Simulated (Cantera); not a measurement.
A closed system holds: 1 mol Fe2O3, 2.8 mol CH4, 0.37 mol H2, equilibrated at 0.00910 bar.

These are equilibrium values from Cantera (NASA tables, ideal gas, pure condensed phases), not measurements of a reactor. Candidate condensed phases: C, C6H6, C7H8, C8H18, Fe, Fe(CO)5, FeO, Fe(OH)2, Fe(OH)3, Fe2O3, Fe3O4, H2O; 114 gas species. Equilibrium is a limit: real reactors are often held back by kinetics, nucleation or transport. All values below are at 2050 K.

Base state: H2 0.599, CO 0.292, Fe 0.0692, H2O 0.0190, H 0.0184, CO2 0.00194, OH 6.37e-5, FeO 4.91e-5 (mole fractions); condensed: Fe(l).

Task: What changes in the equilibrium state with this change: CH4 from 2.8 to 2.4 mol?

Result: 
```
species      before     after
----------  -------  --------
H2            0.599     0.555
CO            0.292     0.285
Fe           0.0692    0.0692
H2O          0.0190    0.0655
H            0.0184    0.0177
FeO         4.91e-5  0.000183
CO2         0.00194   0.00707
OH          6.37e-5  0.000229
Fe(l), mol     1.34      1.43
```
